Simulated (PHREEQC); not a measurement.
A PHREEQC input (ion-association model, wateq4f.dat):

```
SOLUTION 1
  temp 70
  units mg/L
  pH 6.03
  pe 9.3
  Na 0.00658
  K 0.00499 charge
  Ca 0.113
  Mg 0.0465
  Cl 0.0477
  S(6) 0.392 as SO4
  Alkalinity 0.0332 as HCO3
  Sr 9.99e-05
END
USE solution 1
EQUILIBRIUM_PHASES 1
  Gypsum 0 0
  Quartz 0 0.5
  CO2(g) -2 10
END
```

The run finishes without an error or a warning.

Its last state differs from that of the intended input:

```csv
quantity,as run,intended
ionic strength (mol/kgw),2.70e-5,2.69e-5
SI of Quartz (SiO2),+0.00,-0.00
```

Q: One thing in the input isn't as intended. What explains the difference?

A: This is not unique; one that fits is The fault: charge balance asked on the minor ion K. The line should read `K 0.00499` where the input has `K 0.00499 charge`.
